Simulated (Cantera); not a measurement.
An adiabatic, constant-pressure homogeneous reactor starts with CO : H2 : CH4 : O2 : N2 = 1 : 0.1 : 0.06 : 0.353 : 3.31 (molar parts), equivalence ratio 1.9, at 1473 K and 1.00 atm. Integrator tolerance rtol = 1e-08.

Cantera simulation using GRI-Mech 3.0 (53 species, 325 reactions); the numbers are that mechanism's predictions, not measurements.

What does this change do: pressure from 1.00 atm to 2.17 atm?


| quantity | before | after |
|---|---|---|
| time of steepest temperature rise | 0.104 ms | 54.5 µs |
| temperature at 0.800 s | 2430 K | 2440 K |
| equilibrium temperature | 2430 K | 2440 K |
| x(CO) at 0.800 s | 0.131 (gas-phase equilibrium 0.131) | 0.131 (gas-phase equilibrium 0.131) |
| x(H2) at 0.800 s | 0.00835 (gas-phase equilibrium 0.00835) | 0.00833 (gas-phase equilibrium 0.00833) |
| x(CH4) at 0.800 s | <1e-12 (gas-phase equilibrium <1e-12) | <1e-12 (gas-phase equilibrium <1e-12) |
| x(HCO) at 0.800 s | 3.51e-8 (gas-phase equilibrium 3.51e-8) | 5.32e-8 (gas-phase equilibrium 5.32e-8) |
| x(CO2) at 0.800 s | 0.0993 (gas-phase equilibrium 0.0993) | 0.1000 (gas-phase equilibrium 0.1000) |
| x(HO2) at 0.800 s | 6.17e-8 (gas-phase equilibrium 6.17e-8) | 4.83e-8 (gas-phase equilibrium 4.83e-8) |
| x(C2H2) at 0.800 s | <1e-12 (gas-phase equilibrium <1e-12) | <1e-12 (gas-phase equilibrium <1e-12) |

What does this change do: pressure from 1.00 atm to 3.06 atm?


```csv
quantity,before,after
time of steepest temperature rise,0.104 ms,42.1 µs
temperature at 0.800 s,2430 K,2444 K
equilibrium temperature,2430 K,2444 K
x(CO) at 0.800 s,0.131 (gas-phase equilibrium 0.131),0.130 (gas-phase equilibrium 0.130)
x(H2) at 0.800 s,0.00835 (gas-phase equilibrium 0.00835),0.00832 (gas-phase equilibrium 0.00832)
x(CH4) at 0.800 s,<1e-12 (gas-phase equilibrium <1e-12),<1e-12 (gas-phase equilibrium <1e-12)
x(HCO) at 0.800 s,3.51e-8 (gas-phase equilibrium 3.51e-8),6.38e-8 (gas-phase equilibrium 6.38e-8)
x(CO2) at 0.800 s,0.0993 (gas-phase equilibrium 0.0993),0.100 (gas-phase equilibrium 0.100)
x(HO2) at 0.800 s,6.17e-8 (gas-phase equilibrium 6.17e-8),4.28e-8 (gas-phase equilibrium 4.28e-8)
x(C2H2) at 0.800 s,<1e-12 (gas-phase equilibrium <1e-12),<1e-12 (gas-phase equilibrium <1e-12)
```
